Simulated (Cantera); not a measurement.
An adiabatic, constant-volume homogeneous reactor starts with CH3OH : O2 : N2 = 1 : 0.75 : 2.82 (molar parts), at 1325 K and 24.0 bar. Integrator tolerance rtol = 1e-08.

Model: GRI-Mech 3.0 (53 species, 325 reactions), integrated in Cantera. GRI-Mech 3.0 was tuned for natural gas; its chemistry of methanol as a main component is partial and can be far from experiment. The pressure lies above the range GRI-Mech 3.0 was tuned for (to about 10 atm).

### Question
What does this change do: initial temperature 1325 to 1475 K?

### Answer
```csv
quantity,before,after
time of steepest temperature rise,0.100 ms,16.0 µs
temperature at 8.00 s,2836 K,2951 K
equilibrium temperature,2836 K,2951 K
x(CH3OH) at 8.00 s,7.90e-11 (gas-phase equilibrium 8.15e-11),5.87e-11 (gas-phase equilibrium 6.07e-11)
x(O2) at 8.00 s,3.19e-5 (gas-phase equilibrium 3.19e-5),7.85e-5 (gas-phase equilibrium 7.85e-5)
x(CO2) at 8.00 s,0.0352 (gas-phase equilibrium 0.0352),0.0342 (gas-phase equilibrium 0.0342)
x(H2O2) at 8.00 s,1.34e-7 (gas-phase equilibrium 1.34e-7),2.43e-7 (gas-phase equilibrium 2.43e-7)
x(CO) at 8.00 s,0.136 (gas-phase equilibrium 0.136),0.137 (gas-phase equilibrium 0.137)
```

### Question
What does this change do: constant pressure in place of constant volume?

### Answer
| quantity | before | after |
|---|---|---|
| time of steepest temperature rise | 0.100 ms | 0.104 ms |
| temperature at 8.00 s | 2836 K | 2504 K |
| equilibrium temperature | 2836 K | 2504 K |
| x(CH3OH) at 8.00 s | 7.90e-11 (gas-phase equilibrium 8.15e-11) | 1.86e-11 (gas-phase equilibrium 1.91e-11) |
| x(O2) at 8.00 s | 3.19e-5 (gas-phase equilibrium 3.19e-5) | 4.84e-6 (gas-phase equilibrium 4.84e-6) |
| x(CO2) at 8.00 s | 0.0352 (gas-phase equilibrium 0.0352) | 0.0381 (gas-phase equilibrium 0.0381) |
| x(H2O2) at 8.00 s | 1.34e-7 (gas-phase equilibrium 1.34e-7) | 1.67e-8 (gas-phase equilibrium 1.67e-8) |
| x(CO) at 8.00 s | 0.136 (gas-phase equilibrium 0.136) | 0.133 (gas-phase equilibrium 0.133) |
